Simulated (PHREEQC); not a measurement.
Make-up at 50 °C: 0.023 mol/kgw H2SO4, 0.32 mol/kgw LiCl and 0.35 mol/kgw Na2SO4. Closed to the air; pH follows from the charge balance.

All values are PHREEQC results (ion-association model, phreeqc.dat), not measurements.

### Question
The ionic strength comes out as 1.08 mol/kgw. What activity coefficients do SO4-2, H+, Na+, Cl-, NaSO4- get?

### Answer
SO4-2 0.14, H+ 0.73, Na+ 0.72, Cl- 0.59, NaSO4- 0.64.

Precipitation was switched off in this run. Caution: at this ionic strength the ion-association model is outside its range; a Pitzer model would be the better tool where its parameters exist. At this temperature some constants are extrapolated from 25 °C, and those without enthalpy data are left unchanged.
